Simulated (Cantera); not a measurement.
Charge: 1 mol C₆H₆, 0.093 mol CO₂, 8.4 mol N₂, at 2.60 bar.

Equilibrium computed with Cantera from the NASA thermochemical tables; the gas is ideal and each condensed phase is pure. Candidate condensed phases: C, C₆H₆, C₇H₈, C₈H₁₈, H₂O; 136 gas species. Kinetics and transport are ignored.

### Question
At 648 K, list the 7 most abundant gas species with their mole fractions, and the condensed phases.

### Answer
N₂ 0.823, CH₄ 0.118, H₂ 0.0407, H₂O 0.0174, CO₂ 0.000404, NH₃ 0.000374, CO 5.95e-5. Condensed: C(graphite).
